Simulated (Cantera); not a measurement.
Cantera run:

```python
import numpy as np
import cantera as ct

gas_names = """
    CL CL2 H HCL H2 Si SiCL SiCL2 SiCL3 SiCL4 SiH SiHCL3 SiH2 SiH2CL2 SiH3 SiH3CL SiH4 Si2 Si3
""".split()
cond_names = """
    Si(cr) Si(L)
""".split()


def load(file, names, dense=False):
    # The tables refer to 1 bar. Condensed volumes are neglected.
    table = {s.name: s for s in ct.Species.list_from_file(file)}
    out = []
    for n in names:
        d = dict(table[n].input_data)
        d["thermo"] = dict(d["thermo"], **{"reference-pressure": 1e5})
        if dense:
            d["equation-of-state"] = {"model": "constant-volume", "density": "1e6 g/cm^3"}
        out.append(ct.Species.from_dict(d))
    return out


gas = ct.Solution(thermo="ideal-gas", species=load("nasa_gas.yaml", gas_names))
cond = {s.name: ct.Solution(thermo="fixed-stoichiometry", species=[s], name=s.name)
        for s in load("nasa_condensed.yaml", cond_names, dense=True)}
atoms = {
    'Si2Cl6': {'Si': 2, 'CL': 6},
    'HCl': {'H': 1, 'CL': 1},
    'H2': {'H': 2},
}
top_T = {}  # K; cautious upper limits of use, not melting points


def equilibrate(T, P, feed):
    n = {}
    for name, mol in feed.items():
        for a, k in atoms[name].items():
            n[a] = n.get(a, 0.0) + k * mol
    gas.TPX = T, P, n
    mass = sum(n.values()) * gas.mean_molecular_weight
    gas.equilibrate("TP")
    valid = [c for c in cond.values() if c.min_temp <= T <= top_T.get(c.name, c.max_temp)]
    mix = ct.Mixture([(gas, mass / gas.mean_molecular_weight)] + [(c, 0.0) for c in valid])
    mix.T, mix.P = T, P
    mix.equilibrate("TP", solver="vcs", rtol=1e-11, max_steps=5000)
    return mix


results = []
feed = {'Si2Cl6': 1, 'HCl': 0.034, 'H2': 410}  # mol
P = 53000  # Pa
for T in [948, 1023, 1098, 1173, 1248, 1323, 1398]:
    mix = equilibrate(T, P, feed)
    results.append((T, P, feed, dict(zip(mix.species_names, mix.species_moles))))

top = {s: max(r[3][s] / sum(r[3][g] for g in gas_names) for r in results) for s in gas_names}
cols = sorted((s for s in top if top[s] > 1e-06), key=lambda s: -top[s])[:7]
seen = [c for c in cond_names if any(r[3].get(c, 0) > 1e-12 for r in results)]
print("log10 of partial pressures in bar; condensed amounts in mol")
print(f"{'T/K':>10s}" + "".join(f"{s[:9]:>10s}" for s in cols + seen))
for T, P, feed, n in results:
    ng = sum(n[g] for g in gas_names)
    print(f"{T:10.4g}" + "".join(f"{np.log10(max(n[s] / ng * P / 1e5, 1e-99)):10.3f}" for s in cols)
          + "".join(f"{n.get(c, 0):10.4g}" for c in seen))
```

It prints:

```
log10 of partial pressures in bar; condensed amounts in mol
       T/K        H2       HCL    SiHCL3     SiCL4     SiCL2   SiH2CL2     SiCL3    Si(cr)
       948    -0.279    -2.800    -2.989    -3.164    -5.139    -3.809    -4.916    0.5313
      1023    -0.279    -2.546    -3.092    -3.286    -4.562    -3.854    -4.586    0.8135
      1098    -0.280    -2.357    -3.269    -3.508    -4.125    -3.952    -4.391     1.158
      1173    -0.281    -2.236    -3.556    -3.878    -3.834    -4.126    -4.353     1.469
      1248    -0.282    -2.178    -3.950    -4.393    -3.675    -4.373    -4.464     1.653
      1323    -0.282    -2.158    -4.390    -4.971    -3.596    -4.653    -4.653     1.725
      1398    -0.282    -2.151    -4.820    -5.536    -3.552    -4.927    -4.859     1.745
```

Equilibrium computed with Cantera from the NASA thermochemical tables; the gas is ideal and each condensed phase is pure. The feed counts by its element totals alone. The tables' values for SiCl3 are old estimates; treat these amounts as uncertain.
